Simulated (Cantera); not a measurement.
A closed system holds: 1 mol Ti, 2.5 mol H2O, 40 mol H2, 0.22 mol C3H8, held at 0.300 bar.

Cantera equilibrium calculation (NASA polynomials, part measured and part estimated; ideal gas, pure solids and liquids). Candidate condensed phases: C, C6H6, C7H8, C8H18, H2O, Ti, TiC, TiO, TiO2, Ti2O3, Ti3O5, Ti4O7; 113 gas species. Mutual solubility and eutectic melting of coexisting phases are not modelled. Condensed phases not in the tables: Magnéli phases beyond Ti4O7. Kinetics and transport are ignored.

x: gas mole fraction; n: condensed amount in mol.

```json
[
 {"T (K)": "1023", "x H2": "0.982", "x CO": "0.00892", "x H": "7.49e-9", "x CH4": "0.00622", "x H2O": "0.00251", "n TiO2(rutile)": "1.00", "n Ti4O7(s)": "0", "n Ti3O5(s)": "0", "n Ti3O5(l)": "0"},
 {"T (K)": "1173", "x H2": "0.984", "x CO": "0.0139", "x H": "2.14e-7", "x CH4": "0.00107", "x H2O": "0.000768", "n TiO2(rutile)": "0.412", "n Ti4O7(s)": "0.147", "n Ti3O5(s)": "0", "n Ti3O5(l)": "0"},
 {"T (K)": "1323", "x H2": "0.983", "x CO": "0.0149", "x H": "2.87e-6", "x CH4": "3.09e-5", "x H2O": "0.00206", "n TiO2(rutile)": "0", "n Ti4O7(s)": "0.250", "n Ti3O5(s)": "0", "n Ti3O5(l)": "0"},
 {"T (K)": "1473", "x H2": "0.982", "x CO": "0.0150", "x H": "2.29e-5", "x CH4": "2.37e-6", "x H2O": "0.00331", "n TiO2(rutile)": "0", "n Ti4O7(s)": "0.0800", "n Ti3O5(s)": "0.227", "n Ti3O5(l)": "0"},
 {"T (K)": "1623", "x H2": "0.981", "x CO": "0.0150", "x H": "(withheld)", "x CH4": "(withheld)", "x H2O": "0.00392", "n TiO2(rutile)": "0", "n Ti4O7(s)": "0", "n Ti3O5(s)": "0.333", "n Ti3O5(l)": "0"},
 {"T (K)": "1773", "x H2": "0.981", "x CO": "0.0150", "x H": "0.000514", "x CH4": "8.92e-8", "x H2O": "0.00392", "n TiO2(rutile)": "0", "n Ti4O7(s)": "0", "n Ti3O5(s)": "0.333", "n Ti3O5(l)": "0"},
 {"T (K)": "1923", "x H2": "0.979", "x CO": "0.0150", "x H": "0.00170", "x CH4": "2.74e-8", "x H2O": "0.00392", "n TiO2(rutile)": "0", "n Ti4O7(s)": "0", "n Ti3O5(s)": "0.333", "n Ti3O5(l)": "0"},
 {"T (K)": "2073", "x H2": "0.976", "x CO": "0.0149", "x H": "(withheld)", "x CH4": "(withheld)", "x H2O": "0.00391", "n TiO2(rutile)": "0", "n Ti4O7(s)": "0", "n Ti3O5(s)": "0", "n Ti3O5(l)": "0.333"},
 {"T (K)": "2223", "x H2": "0.970", "x CO": "0.0149", "x H": "0.0115", "x CH4": "4.14e-9", "x H2O": "0.00391", "n TiO2(rutile)": "0", "n Ti4O7(s)": "0", "n Ti3O5(s)": "0", "n Ti3O5(l)": "0.333"}
]
```

Question: Fill in the missing entries.

Answer: 
- 2073, x H: 0.00474
- 2073, x CH4: 9.98e-9
- 1623, x H: 0.000125
- 1623, x CH4: 3.65e-7
